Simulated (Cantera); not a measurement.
## Ignition delay

Mixture: 42.9 % CO, 1.29 % H₂, 11.7 % O₂, 44.1 % N₂, at 7.11 atm, adiabatic and at constant volume. Ignition delay is the time to a rise of 400 K.

Cantera simulation using GRI-Mech 3.0 (53 species, 325 reactions); the numbers are that mechanism's predictions, not measurements. The hydrogen kinetics of GRI-Mech 3.0 are dated; newer H2 mechanisms differ, most at raised pressure. Where the delays flatten at high temperature, the 400 K rule measures the pace of heat release, not the induction time.

```json
[
 {"T0 (K)": "1075", "delay (ms)": "0.485"},
 {"T0 (K)": "1125", "delay (ms)": "0.173"},
 {"T0 (K)": "1175", "delay (ms)": "0.0714"},
 {"T0 (K)": "1225", "delay (ms)": "0.0369"},
 {"T0 (K)": "1275", "delay (ms)": "0.0229"},
 {"T0 (K)": "1325", "delay (ms)": "0.0162"},
 {"T0 (K)": "1375", "delay (ms)": "0.0124"},
 {"T0 (K)": "1425", "delay (ms)": "0.00999"}
]
```

```
Quantity                                                Value
--------------------------------------------------  ---------
apparent activation energy between 1325 and 1425 K  76 kJ/mol
```
